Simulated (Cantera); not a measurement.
**PbCl2 + H2 (halide evaporation, hydrolysis and transport)**

Input: 1 mol PbCl2, a varied amount of H2, at 1898 K and 1.00 Torr.

Method: chemical equilibrium by Gibbs-energy minimisation in Cantera with the NASA 1993 tables (ideal gas, pure condensed phases). Candidate condensed phases: Pb, PbCl2; 10 gas species. The numbers say what is thermodynamically allowed, not how fast it happens.

| n(H2) (mol) | x H2 | x HCl | x Pb | x PbCl | x Cl | x H |
|---|---|---|---|---|---|---|
| 0.9 | 0.0361 | 0.559 | 0.257 | 0.0922 | 0.0475 | 0.00407 |
| 1.4 | 0.147 | 0.526 | 0.253 | 0.0423 | 0.0222 | 0.00822 |
| 2.1 | 0.281 | 0.450 | 0.221 | 0.0228 | 0.0137 | 0.0113 |
| 3.3 | 0.435 | 0.355 | 0.176 | 0.0115 | 0.00870 | 0.0141 |
| 5.1 | 0.571 | 0.268 | 0.134 | 0.00579 | 0.00573 | 0.0162 |
| 7.9 | 0.685 | 0.194 | 0.0973 | 0.00277 | 0.00378 | 0.0177 |
| 12 | 0.770 | 0.138 | 0.0694 | 0.00133 | 0.00253 | 0.0188 |
| 19 | 0.840 | 0.0921 | 0.0466 | 0.000570 | 0.00162 | 0.0196 |
x: gas mole fraction; nothing condenses.

From 0.9 mol H2 to 19 mol H2 nothing is condensed. The main Pb-bearing gas is Pb throughout.
